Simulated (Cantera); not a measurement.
Input: 1 mol PbS, 5.8 mol H2, 0.61 mol N2, held at 135 Torr.

Cantera equilibrium calculation (NASA polynomials, part measured and part estimated; ideal gas, pure solids and liquids). Candidate condensed phases: Pb, PbS, S; 18 gas species. Mutual solubility and eutectic melting of coexisting phases are not modelled. Gases not in the tables: S3 to S7. The numbers say what is thermodynamically allowed, not how fast it happens.

### Question
Which condensed phases are stable at each of these points (T (K)): 873, 973, 1073, 1173, 1273, 1373, 1473, 1573, 1673, 1773, 1873, 1973, 2073, 2173?

### Answer
```json
[
 {"T (K)": "873", "condensed phases": "Pb(l) + PbS(s)", "Pb condensed (%)": "100.0"},
 {"T (K)": "973", "condensed phases": "Pb(l) + PbS(s)", "Pb condensed (%)": "99.8"},
 {"T (K)": "1073", "condensed phases": "Pb(l) + PbS(s)", "Pb condensed (%)": "97.9"},
 {"T (K)": "1173", "condensed phases": "Pb(l) + PbS(s)", "Pb condensed (%)": "83.3"},
 {"T (K)": "1273", "condensed phases": "Pb(l)", "Pb condensed (%)": "32.4"},
 {"T (K)": "1373", "condensed phases": "gas only", "Pb condensed (%)": "0.0"},
 {"T (K)": "1473", "condensed phases": "gas only", "Pb condensed (%)": "0.0"},
 {"T (K)": "1573", "condensed phases": "gas only", "Pb condensed (%)": "0.0"},
 {"T (K)": "1673", "condensed phases": "gas only", "Pb condensed (%)": "0.0"},
 {"T (K)": "1773", "condensed phases": "gas only", "Pb condensed (%)": "0.0"},
 {"T (K)": "1873", "condensed phases": "gas only", "Pb condensed (%)": "0.0"},
 {"T (K)": "1973", "condensed phases": "gas only", "Pb condensed (%)": "0.0"},
 {"T (K)": "2073", "condensed phases": "gas only", "Pb condensed (%)": "0.0"},
 {"T (K)": "2173", "condensed phases": "gas only", "Pb condensed (%)": "0.0"}
]
```

From 873 K to 1173 K the condensed part is Pb(l) + PbS(s). At 1273 K the condensed part is Pb(l). From 1373 K to 2173 K nothing is condensed.
